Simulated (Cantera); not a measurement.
## CH3SiCl3 + C3H8 + H2 (silicon carbide growth)

A closed system holds: 1 mol CH3SiCl3, 0.099 mol C3H8, 5 mol H2, at 1.00 Torr.

These are equilibrium values from Cantera (NASA tables, ideal gas, pure condensed phases), not measurements of a reactor. Candidate condensed phases: C, C6H6, C7H8, C8H18, Si, SiC; 109 gas species. The feed counts by its element totals alone. The tables' values for SiCl, SiCl3 are old estimates; treat these amounts as uncertain. Gases not in the tables: Si2H6 and higher silanes. Equilibrium is a limit: real reactors are often held back by kinetics, nucleation or transport.

```tsv
T (K)	log p H2	log p H	log p HCl	log p Cl	log p Si	log p SiCl2	log p SiC2	log p SiCl	n C(graphite)	n SiC(s)
1173	-3.06	-8.46	-3.33	-8.79	<-14	-6.10	<-14	-12.55	0.323	0.974
1373	-3.07	-7.01	-3.33	-7.36	-11.78	-5.51	<-14	-10.20	0.319	0.978
1573	-3.06	-5.92	-3.34	-6.30	-9.28	-5.10	-11.78	-8.48	0.348	0.949
1773	-3.06	-5.08	-3.36	-5.49	-7.34	-4.82	-9.25	-7.16	0.394	0.902
1973	-3.07	-4.41	-3.39	-4.85	-5.81	-4.63	-7.24	-6.13	0.457	0.832
2173	-3.12	-3.88	-3.48	-4.38	-4.55	-4.55	-5.62	-5.34	0.690	0.539
2373	-3.26	-3.49	-3.62	-3.99	-4.07	-5.08	-4.82	-5.25	0.966	0
2573	-3.50	-3.21	-3.90	-3.77	-4.14	-6.20	-4.63	-5.75	0.666	0
```
log p: log10 of the partial pressure in bar; n: condensed amount in mol.

From 1173 K to 2173 K the condensed part is C(graphite) + SiC(s). From 2373 K to 2573 K the condensed part is C(graphite). The main Si-bearing gas is SiCl4 at 1173 K and Si at 2573 K.
